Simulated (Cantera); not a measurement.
Fluorocarbon and chlorocarbon gases: CCl4 + H2

Feed: 1 mol CCl4, 0.086 mol H2, equilibrated at 1800 K and 0.0135 Torr.

Cantera equilibrium calculation (NASA polynomials, part measured and part estimated; ideal gas, pure solids and liquids). Candidate condensed phases: C, C6H6, C7H8, C8H18; 91 gas species. Kinetics and transport are ignored.

```
Property           Result
--------------  ---------
x(Cl)               0.957
x(HCl)             0.0427
x(H)             0.000243
x(Cl2)           0.000165
x(H2)             8.32e-6
n(C(graphite))  1.000 mol
gas amount      4.000 mol
```
